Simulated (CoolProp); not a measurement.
Vapour-liquid equilibrium of R114 (1) + n-heptane (2) at 363.7 K; x and y are mole fractions of (1).

Model: multi-fluid Helmholtz-energy mixture model, Platzer 1990 and Span 2003; pair parameters Bell 2016, in CoolProp. This equation is an older, rougher fit; its heat capacities, sound speeds and derivatives of the liquid may be far off and weren't checked against measurements.

Task: Give the bubble pressure and the first vapour's composition at x = 0.35, 0.55, 0.65. Is there an azeotrope?

Result: x = 0.35: 0.5209 MPa, y = 0.873; x = 0.55: 0.7165 MPa, y = 0.923; x = 0.65: 0.8066 MPa, y = 0.940. No azeotrope shows between x = 0.05 and 0.95.

The pair parameters rest on a limited set of measurements; away from them the model extrapolates. The gap from Raoult's law changes sign with composition, which may be real or a fault of the pair parameters; it wasn't checked against measurements.
